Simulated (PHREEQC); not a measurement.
A PHREEQC speciation (ion-association model, wateq4f.dat) at 25 °C gives pH 5.48 and these molalities:

| species | mol/kgw |
|---|---|
| Cl- | 0.0699 |
| CdCl+ | 0.0394 |
| Cd+2 | 0.0154 |
| CdCl2 | 0.00689 |
| CdCl3- | 0.000304 |

Q: What are the element totals, and what could have been dissolved in 1 kg of water to give them?

A: This is not unique; one that fits is totals Cd 0.0620, Cl 0.124 mol/kgw, from 62 mmol/kgw CdCl2.

Precipitation was switched off in this run. Species that the database lacks are ignored.
